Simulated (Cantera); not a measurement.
Input: 1 mol Fe(CO)5, 75 mol N2, equilibrated at 1002 °C and 270 Torr.

Method: chemical equilibrium by Gibbs-energy minimisation in Cantera with the NASA 1993 tables (ideal gas, pure condensed phases). Candidate condensed phases: C, Fe, Fe(CO)5, FeO, Fe2O3, Fe3O4; 27 gas species. Condensed phases not in the tables: cementite and carbon dissolved in iron. Equilibrium is a limit: real reactors are often held back by kinetics, nucleation or transport.

Base state: N2 0.938, CO 0.0625 (mole fractions); condensed: C(graphite) + Fe(γ).

**Question.** What changes in the equilibrium state with this change: Fe(CO)5 replaced by Pb?

**Answer.** 
| species | before | after |
|---|---|---|
| N2 | 0.938 | 0.995 |
| Pb | 0 | 0.00524 |
| CO | 0.0625 | 0 |
| C(graphite), mol | 0.000788 | 0 |
| Fe(γ), mol | 1.00 | 0 |
| Pb(l), mol | 0 | 0.605 |
Further candidate phases: Pb.
